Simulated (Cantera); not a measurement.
Charge: 1 mol SiO₂, 0.31 mol Si, 2.2 mol H₂, held at 16.0 Pa.

Equilibrium computed with Cantera from the NASA thermochemical tables; the gas is ideal and each condensed phase is pure. Candidate condensed phases: H₂O, Si, SiO₂; 18 gas species. The tables hold silica as quartz up to 1696 K and as liquid above; real silica turns to tridymite and cristobalite and melts near 1996 K. Equilibrium is a limit: real reactors are often held back by kinetics, nucleation or transport.

Task: Which condensed phases are stable at each of these points (T (°C)): 1225, 1250, 1275, 1300, 1325, 1350, 1375, 1400, 1425, 1450?

Result: 
| T (°C) | condensed phases | Si condensed (%) |
|---|---|---|
| 1225 | SiO₂(β-quartz) | 52.7 |
| 1250 | SiO₂(β-quartz) | 52.7 |
| 1275 | SiO₂(β-quartz) | 52.6 |
| 1300 | SiO₂(β-quartz) | 52.6 |
| 1325 | SiO₂(β-quartz) | 52.6 |
| 1350 | SiO₂(β-quartz) | 52.5 |
| 1375 | SiO₂(β-quartz) | 52.3 |
| 1400 | SiO₂(β-quartz) | 52.0 |
| 1425 | SiO₂(condensed) | 51.4 |
| 1450 | SiO₂(condensed) | 50.6 |

From 1225 °C to 1400 °C the condensed part is SiO₂(β-quartz). From 1425 °C to 1450 °C the condensed part is SiO₂(condensed).
